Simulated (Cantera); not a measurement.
Cantera run, input and output.

```python
import numpy as np
import cantera as ct

gas = ct.Solution("gri30.yaml")
gas.TPX = 1150, 140000, {'CH4': 1, 'C2H6': 0.17, 'O2': 1.62, 'N2': 6.49}
reactor = ct.IdealGasConstPressureReactor(gas, energy="on", clone=False)
net = ct.ReactorNet([reactor])
net.rtol, net.atol = 1e-08, 1e-16
show = ['CH4', 'C2H6', 'O2', 'NO', 'H2O', 'NO2', 'C2H']
times = np.geomspace(4e-06, 2, 15)

steps = ct.SolutionArray(gas, extra=["t"])
rows = []
print(f"{'t/s':>10s}{'T/K':>9s}{'P/Pa':>11s}" + "".join(f"{s:>11s}" for s in show))
for t in times:
    while net.time < t:
        t_next = net.step()
        steps.append(gas.state, t=t_next)
    rows.append([np.interp(t, steps.t, y) for y in (steps.T, steps.P, *steps(*show).X.T)])
    print(f"{t:10.3e}{rows[-1][0]:9.1f}{rows[-1][1]:11.4g}" + "".join(f"{x:11.3e}" for x in rows[-1][2:]))
rate = np.gradient(steps.T, steps.t)
print("integrator steps:", len(steps.t))
if steps.T.max() > steps.T[0] + 200:
    print(f"time of steepest temperature rise: {steps.t[rate.argmax()]:.4e} s")
gas.TPX = 1150, 140000, {'CH4': 1, 'C2H6': 0.17, 'O2': 1.62, 'N2': 6.49}
gas.equilibrate("HP")
print(f"equilibrium (HP): T = {gas.T:.1f} K  " + "  ".join(f"{s} {gas[s].X[0]:.3e}" for s in show))
```

Output:

```
       t/s      T/K       P/Pa        CH4       C2H6         O2         NO        H2O        NO2        C2H
 4.000e-06   1150.0    1.4e+05  1.078e-01  1.832e-02  1.746e-01  5.284e-23  8.367e-11  3.997e-30  2.055e-31
 1.021e-05   1150.0    1.4e+05  1.078e-01  1.832e-02  1.746e-01  3.837e-22  5.697e-10  2.101e-28  1.491e-29
 2.607e-05   1150.0    1.4e+05  1.078e-01  1.832e-02  1.746e-01  2.696e-21  3.803e-09  1.338e-26  9.263e-28
 6.657e-05   1150.0    1.4e+05  1.078e-01  1.832e-02  1.746e-01  1.803e-20  2.490e-08  1.015e-24  5.335e-26
 1.700e-04   1150.0    1.4e+05  1.078e-01  1.832e-02  1.746e-01  1.186e-19  1.682e-07  8.272e-23  3.349e-24
 4.339e-04   1150.0    1.4e+05  1.078e-01  1.831e-02  1.746e-01  9.064e-19  1.408e-06  7.245e-21  3.000e-22
 1.108e-03   1150.0    1.4e+05  1.077e-01  1.829e-02  1.745e-01  1.643e-17  1.821e-05  1.061e-18  6.423e-20
 2.828e-03   1152.0    1.4e+05  1.073e-01  1.791e-02  1.740e-01  3.063e-15  5.473e-04  1.378e-15  2.454e-16
 7.221e-03   2437.2    1.4e+05  3.157e-12  3.948e-24  4.670e-05  1.308e-04  1.520e-01  2.111e-09  1.085e-17
 1.844e-02   2438.3    1.4e+05  3.448e-12  4.362e-24  4.261e-05  2.097e-04  1.520e-01  3.352e-09  1.132e-17
 4.707e-02   2438.0    1.4e+05  3.468e-12  4.407e-24  4.242e-05  2.577e-04  1.520e-01  4.110e-09  1.136e-17
 1.202e-01   2438.0    1.4e+05  3.469e-12  4.411e-24  4.241e-05  2.612e-04  1.520e-01  4.166e-09  1.136e-17
 3.068e-01   2438.0    1.4e+05  3.469e-12  4.411e-24  4.240e-05  2.612e-04  1.520e-01  4.166e-09  1.136e-17
 7.834e-01   2438.0    1.4e+05  3.469e-12  4.411e-24  4.240e-05  2.612e-04  1.520e-01  4.166e-09  1.136e-17
 2.000e+00   2438.0    1.4e+05  3.469e-12  4.411e-24  4.240e-05  2.612e-04  1.520e-01  4.166e-09  1.136e-17
integrator steps: 2133
time of steepest temperature rise: 5.9015e-03 s
equilibrium (HP): T = 2438.0 K  CH4 3.928e-12  C2H6 5.458e-24  O2 4.240e-05  NO 2.612e-04  H2O 1.520e-01  NO2 4.166e-09  C2H 1.248e-17
```

Computed with Cantera and GRI-Mech 3.0 (53 species, 325 reactions).
